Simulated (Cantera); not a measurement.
Charge: 1 mol CH3SiH3, 57 mol H2, held at 17000 Pa.

Method: chemical equilibrium by Gibbs-energy minimisation in Cantera with the NASA 1993 tables (ideal gas, pure condensed phases). Candidate condensed phases: C, C6H6, C7H8, C8H18, Si, SiC; 87 gas species. The feed counts by its element totals alone. Gases not in the tables: Si2H6 and higher silanes. Kinetics and transport are ignored.

### Question
What share of the Si ends up in condensed phases as a function of T (°C), at 1450, 1525, 1600, 1675, 1750, 1825, 1900, 1975, 2050, 2125, 2200, 2275, 2350?

### Answer
```
T (°C)  Si condensed (%)      as
------  ----------------  ------
1450                99.9  SiC(s)
1525                99.9  SiC(s)
1600                99.8  SiC(s)
1675                99.6  SiC(s)
1750                99.2  SiC(s)
1825                98.2  SiC(s)
1900                96.1  SiC(s)
1975                91.6  SiC(s)
2050                82.5  SiC(s)
2125                64.5  SiC(s)
2200                28.9  SiC(s)
2275                 0.0       -
2350                 0.0       -
```
